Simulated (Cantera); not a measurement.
## Thermodynamics of sublimation and decomposition of ceramics, feed BN + N2

Charge: 1 mol BN, 0.099 mol N2, equilibrated at 7.70 mbar.

Equilibrium computed with Cantera from the NASA thermochemical tables; the gas is ideal and each condensed phase is pure. Candidate condensed phases: B, BN; 5 gas species. Equilibrium is a limit: real reactors are often held back by kinetics, nucleation or transport.

| T (K) | x N2 | x B | x BN | x N | x B2 | n BN(s) | n B(l) |
|---|---|---|---|---|---|---|---|
| 1973 | 1.000 | 1.11e-6 | 1.14e-7 | 6.93e-9 | <1e-12 | 1.00 | 0 |
| 2073 | 1.000 | 1.17e-5 | 9.34e-7 | 2.84e-8 | 4.30e-11 | 1.000 | 0 |
| 2173 | 1.000 | 9.90e-5 | 6.27e-6 | 1.02e-7 | 1.41e-9 | 1.000 | 0 |
| 2273 | 0.999 | 0.000694 | 3.55e-5 | 3.30e-7 | 3.37e-8 | 1.000 | 0 |
| 2373 | 0.997 | 0.00311 | 0.000131 | 9.63e-7 | 3.51e-7 | 0 | 0.998 |
| 2473 | 0.991 | 0.00866 | 0.000304 | 2.58e-6 | 1.48e-6 | 0 | 0.995 |
| 2573 | 0.977 | 0.0222 | 0.000656 | 6.35e-6 | 5.58e-6 | 0 | 0.986 |
x: gas mole fraction; n: condensed amount in mol.

From 1973 K to 2273 K the condensed part is BN(s). From 2373 K to 2573 K the condensed part is B(l). The main B-bearing gas is B throughout.
